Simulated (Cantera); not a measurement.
**Counterflow diffusion flame**

A counterflow diffusion flame at 1.00 bar, nozzles 20 mm apart: fuel side CO : H2 = 1 : 0.052 (molar parts) at 523 K, oxidiser side O2 : N2 = 0.18 : 0.82 (molar parts) at 525 K, fuel mass flux 1.1 times the oxidiser's; mixture-averaged transport, no radiation.

Model: GRI-Mech 3.0 (53 species, 325 reactions), integrated in Cantera. The maximum strain rate includes the flame's own expansion and is several times the mean. A flux with no burning solution from the previous one only brackets extinction.

| oxidiser flux (kg/m²/s) | max strain (1/s) | mean strain (1/s) | T max (K) | peak x OH | peak x H | peak x NO | peak x CO |
|---|---|---|---|---|---|---|---|
| 0.6 | 329 | 99.3 | 1932 | 0.00389 | 0.00750 | 7.67e-5 | 0.953 |
| 0.91 | 485 | 151 | 1875 | 0.00375 | 0.00872 | 6.24e-5 | 0.953 |
| 1.4 | 728 | 232 | 1814 | 0.00355 | 0.0101 | 5.16e-5 | 0.953 |
| 2.1 | 1070 | 347 | 1752 | 0.00330 | 0.0113 | 4.25e-5 | 0.952 |
| 3.2 | 1590 | 529 | 1683 | 0.00295 | 0.0124 | 3.32e-5 | 0.952 |
| 4.8 | 2330 | 794 | 1608 | 0.00256 | 0.0130 | 2.43e-5 | 0.952 |
| 7.2 | 3400 | 1190 | 1515 | 0.00207 | 0.0124 | 1.47e-5 | 0.952 |
x: mole fraction; the columns are a selection and need not sum to one.

At the next flux tried, 11 kg/m²/s, no burning solution was found from the previous one.
